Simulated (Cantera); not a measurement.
Charge: 1 mol Ta(OEt)5, 2.5 mol CO2, 46 mol H2, held at 2.40 bar.

These are equilibrium values from Cantera (NASA tables, ideal gas, pure condensed phases), not measurements of a reactor. Candidate condensed phases: C, C6H6, C7H8, C8H18, H2O, Ta, TaC, Ta2O5; 113 gas species. The feed counts by its element totals alone. Mutual solubility and eutectic melting of coexisting phases are not modelled. TaC: taken at fixed stoichiometry. Condensed phases not in the tables: Ta2C. Rates play no part.

x: gas mole fraction; n: condensed amount in mol.

```csv
T (K),x H2,x CO,x H,x CH4,x C2H2 (acetylene),x H2O,n C(graphite),n TaC(s),n Ta2O5(s)
1298,0.867,0.116,6.44e-7,0.0144,4.84e-7,0.00224,3.92,0.0844,0.458
1448,0.847,0.146,5.48e-6,0.00575,4.03e-6,0.000753,1.16,1.00,0
1598,0.851,0.146,___,___,___,___,1.32,1.00,0
1748,0.852,0.146,0.000136,0.00160,9.62e-5,0.000111,1.38,1.00,0
1898,0.852,0.146,0.000466,0.000985,0.000321,5.38e-5,1.39,1.00,0
2048,0.851,0.146,0.00133,0.000652,0.000892,2.90e-5,1.33,1.00,0
2198,0.848,0.146,___,___,___,___,___,1.00,0
2348,0.842,0.145,0.00731,0.000333,0.00460,1.07e-5,0.836,1.00,0
2498,0.831,0.145,0.0147,0.000249,0.00891,7.06e-6,0.231,1.00,0
```

Task: Complete the blanks.

Result: 
- 2198, x H: 0.00331
- 2198, x CH4: 0.000456
- 2198, x C2H2 (acetylene): 0.00215
- 2198, x H2O: 1.70e-5
- 2198, n C(graphite): 1.17
- 1598, x H: 3.17e-5
- 1598, x CH4: 0.00286
- 1598, x C2H2 (acetylene): 2.29e-5
- 1598, x H2O: 0.000264
